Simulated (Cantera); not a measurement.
Cantera run:

```python
import numpy as np
import cantera as ct

gas_names = [...]  # 95 gases of nasa_gas.yaml made of C, F, H
cond_names = """
    C(gr) C6H6(L) C7H8(L) C8H18(L),n-octa
""".split()


# ... load() reads the species with a 1 bar reference pressure and builds the phases ...
atoms = {
    'C2F6': {'C': 2, 'F': 6},
    'H2': {'H': 2},
}
top_T = {'C(gr)': 4500}  # K; cautious upper limits of use, not melting points


# ... equilibrate(T, P, feed) seeds the gas with the atoms and calls Mixture.equilibrate('TP', solver="vcs", rtol=1e-11, max_steps=5000) ...
results = []
feed = {'C2F6': 1, 'H2': 0.35}  # mol
T = 2023.15  # K
P = 133.322  # Pa
mix = equilibrate(T, P, feed)
results.append((T, P, feed, dict(zip(mix.species_names, mix.species_moles))))
print(gas.report(threshold=0.001))
for i in range(1, mix.n_phases):
    print(f"{mix.phase(i).name:16s} {mix.phase_moles(i):12.5e} mol")
```

Output:

```
       temperature   2023.2 K
          pressure   133.32 Pa
           density   0.00040154 kg/m^3
  mean mol. weight   50.663 kg/kmol
   phase of matter   gas

                          1 kg             1 kmol
                     ---------------   ---------------
          enthalpy        -6.548e+06       -3.3174e+08  J
   internal energy         -6.88e+06       -3.4856e+08  J
           entropy            7672.2         3.887e+05  J/K
    Gibbs function        -2.207e+07       -1.1181e+09  J
 heat capacity c_p            1236.6             62652  J/K
 heat capacity c_v            1072.5             54338  J/K

                      mass frac. Y      mole frac. X     chem. pot. / RT
                     ---------------   ---------------   ---------------
               CF2           0.21572           0.21855           -54.099
               CF3           0.01101         0.0080833           -79.754
               CF4           0.60929           0.35076           -105.41
                 F          0.058117           0.15498           -25.655
                HF           0.10536           0.26681           -48.839
     [  +90 minor]        0.00050142        0.00081277

C(gr)             4.83065e-01 mol
```

Cantera equilibrium calculation (NASA polynomials, part measured and part estimated; ideal gas, pure solids and liquids). The feed counts by its element totals alone. Gases not in the tables: C2F6 and larger saturated fluorocarbons.
